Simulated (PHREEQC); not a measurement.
A column of 0.5 m (30 cells, dispersivity 0.018 m, 300 s a shift, diffusion coefficient 3e-10 m²/s) holds 0.21 eq of the database's cation exchanger X per kg of pore water, first in equilibrium with 0.099 mol NaCl, 0.022 mol CaCl2, 0.051 mol CdCl2 and 1e-05 mol HCl per kg of water. It is flushed with 27 mmol/kgw Na2SO4, 31 mmol/kgw MnCl2 and 0.01 mmol/kgw HCl, at 40 °C. Values are for the last cell. CO2 from the air is kept out. Precipitation was switched off in this run.

Computed with PHREEQC (ion-association model, phreeqc.dat).

```csv
pore volumes,S in solution (mol/kgw),Mn in solution (mol/kgw),Cd in solution (mol/kgw)
0,0,0,0.0510
0.4167,1.28e-5,2.34e-11,0.0510
1.017,0.0156,5.43e-5,0.0254
1.617,0.0263,0.00146,0.0117
2.017,0.0269,0.00489,0.00893
2.417,0.0270,0.00957,0.00573
3.017,0.0270,0.0156,0.00234
3.617,0.0270,0.0196,0.000871
4.017,0.0270,0.0214,0.000447
4.417,0.0270,0.0229,0.000230
5.017,0.0270,0.0246,8.52e-5
5.617,0.0270,0.0260,3.18e-5
6.017,0.0270,0.0267,1.65e-5
```

At this temperature some constants are extrapolated from 25 °C, and those without enthalpy data are left unchanged.
